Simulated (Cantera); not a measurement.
Cantera run:

```python
import numpy as np
import cantera as ct

gas_names = """
    Cs CsO CsOH Cs2 Cs2O Cs2O2H2 H HO2 H2 H2O H2O2 O OH O2 O3
""".split()
cond_names = """
    Cs(cr) Cs(L) CsOH(a) CsOH(b) CsOH(c) CsOH(L) H2O(s) H2O(L)
""".split()


def load(file, names, dense=False):
    # The tables refer to 1 bar. Condensed volumes are neglected.
    table = {s.name: s for s in ct.Species.list_from_file(file)}
    out = []
    for n in names:
        d = dict(table[n].input_data)
        d["thermo"] = dict(d["thermo"], **{"reference-pressure": 1e5})
        if dense:
            d["equation-of-state"] = {"model": "constant-volume", "density": "1e6 g/cm^3"}
        out.append(ct.Species.from_dict(d))
    return out


gas = ct.Solution(thermo="ideal-gas", species=load("nasa_gas.yaml", gas_names))
cond = {s.name: ct.Solution(thermo="fixed-stoichiometry", species=[s], name=s.name)
        for s in load("nasa_condensed.yaml", cond_names, dense=True)}
atoms = {
    'CsOH': {'Cs': 1, 'O': 1, 'H': 1},
    'H2': {'H': 2},
    'H2O': {'H': 2, 'O': 1},
}
top_T = {}  # K; cautious upper limits of use, not melting points


def equilibrate(T, P, feed):
    n = {}
    for name, mol in feed.items():
        for a, k in atoms[name].items():
            n[a] = n.get(a, 0.0) + k * mol
    gas.TPX = T, P, n
    mass = sum(n.values()) * gas.mean_molecular_weight
    gas.equilibrate("TP")
    valid = [c for c in cond.values() if c.min_temp <= T <= top_T.get(c.name, c.max_temp)]
    mix = ct.Mixture([(gas, mass / gas.mean_molecular_weight)] + [(c, 0.0) for c in valid])
    mix.T, mix.P = T, P
    mix.equilibrate("TP", solver="vcs", rtol=1e-11, max_steps=5000)
    return mix


results = []
feed = {'CsOH': 1, 'H2': 0.064, 'H2O': 0.41}  # mol
P = 133.322  # Pa
for T in [1725, 1750, 1775, 1800, 1825, 1850, 1875, 1900, 1925, 1950, 1975, 2000, 2025]:
    mix = equilibrate(T, P, feed)
    results.append((T, P, feed, dict(zip(mix.species_names, mix.species_moles))))

top = {s: max(r[3][s] / sum(r[3][g] for g in gas_names) for r in results) for s in gas_names}
cols = sorted((s for s in top if top[s] > 1e-05), key=lambda s: -top[s])[:6]
seen = [c for c in cond_names if any(r[3].get(c, 0) > 1e-12 for r in results)]
print("log10 of partial pressures in bar; condensed amounts in mol")
print(f"{'T/K':>10s}" + "".join(f"{s[:9]:>10s}" for s in cols + seen))
for T, P, feed, n in results:
    ng = sum(n[g] for g in gas_names)
    print(f"{T:10.4g}" + "".join(f"{np.log10(max(n[s] / ng * P / 1e5, 1e-99)):10.3f}" for s in cols)
          + "".join(f"{n.get(c, 0):10.4g}" for c in seen))
```

Result:

```
log10 of partial pressures in bar; condensed amounts in mol
       T/K      CsOH       H2O        Cs        O2        OH        H2
      1725    -3.208    -3.315    -3.701    -4.620    -5.510    -5.591
      1750    -3.231    -3.312    -3.658    -4.530    -5.415    -5.523
      1775    -3.256    -3.308    -3.617    -4.453    -5.326    -5.453
      1800    -3.284    -3.304    -3.579    -4.385    -5.240    -5.380
      1825    -3.314    -3.301    -3.543    -4.326    -5.159    -5.307
      1850    -3.347    -3.298    -3.510    -4.273    -5.081    -5.233
      1875    -3.382    -3.295    -3.480    -4.227    -5.007    -5.159
      1900    -3.419    -3.293    -3.452    -4.186    -4.936    -5.085
      1925    -3.459    -3.291    -3.428    -4.150    -4.868    -5.012
      1950    -3.500    -3.291    -3.405    -4.118    -4.803    -4.940
      1975    -3.544    -3.291    -3.386    -4.089    -4.741    -4.869
      2000    -3.589    -3.292    -3.368    -4.064    -4.681    -4.800
      2025    -3.636    -3.294    -3.353    -4.042    -4.625    -4.732
```

These are equilibrium values from Cantera (NASA tables, ideal gas, pure condensed phases), not measurements of a reactor.
